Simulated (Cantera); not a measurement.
## Thermodynamics of tantalum, niobium, vanadium and zirconium in process gases, feed Nb + O2 + H2

A closed system holds: 1 mol Nb, 0.038 mol O2, 470 mol H2, equilibrated at 1.00 bar.

These are equilibrium values from Cantera (NASA tables, ideal gas, pure condensed phases), not measurements of a reactor. Candidate condensed phases: H2O, Nb, NbO, NbO2, Nb2O5; 12 gas species. Mutual solubility and eutectic melting of coexisting phases are not modelled. NbO: taken at fixed stoichiometry. Condensed phases not in the tables: N, O or C dissolved in the metal. The numbers say what is thermodynamically allowed, not how fast it happens.

From 1202 °C to 1277 °C the condensed part is Nb(s) + NbO(s). From 1352 °C to 2102 °C the condensed part is Nb(s).

```
T (°C)   x H2       x H     x H2O     x NbO      x OH    x NbO2      x Nb       x O  n Nb(s)  n NbO(s)
------  -----  --------  --------  --------  --------  --------  --------  --------  -------  --------
1202    1.000   1.30e-5   4.86e-5    <1e-12  1.65e-11  1.09e-12    <1e-12    <1e-12    0.947    0.0532
1277    1.000   3.15e-5   9.23e-5  4.79e-12  9.77e-11  1.24e-11    <1e-12    <1e-12    0.967    0.0326
1352    1.000   7.05e-5  0.000162  4.02e-11  4.80e-10  1.08e-10    <1e-12    <1e-12     1.00         0
1427    1.000  0.000147  0.000162  1.67e-10   1.23e-9  2.79e-10    <1e-12    <1e-12     1.00         0
1502    1.000  0.000289  0.000162  6.15e-10   2.91e-9  6.65e-10    <1e-12    <1e-12    1.000         0
1577    0.999  0.000539  0.000162   2.03e-9   6.44e-9   1.47e-9    <1e-12  2.64e-12    1.000         0
1652    0.999  0.000955  0.000162   6.11e-9   1.34e-8   3.07e-9  1.01e-12  9.53e-12    1.000         0
1727    0.998   0.00162  0.000162   1.69e-8   2.63e-8   6.03e-9  5.60e-12  3.12e-11    1.000         0
1802    0.997   0.00266  0.000161   4.31e-8   4.91e-8   1.13e-8  2.73e-11  9.40e-11    1.000         0
1877    0.996   0.00421  0.000161   1.03e-7   8.80e-8   2.01e-8  1.19e-10  2.62e-10    1.000         0
1952    0.993   0.00646  0.000161   2.32e-7   1.51e-7   3.44e-8  4.68e-10  6.82e-10    1.000         0
2027    0.990   0.00963  0.000160   4.94e-7   2.51e-7   5.68e-8   1.68e-9   1.67e-9    1.000         0
2102    0.986    0.0140  0.000159   9.99e-7   4.02e-7   9.02e-8   5.58e-9   3.84e-9    0.999         0
```
x: gas mole fraction; n: condensed amount in mol.
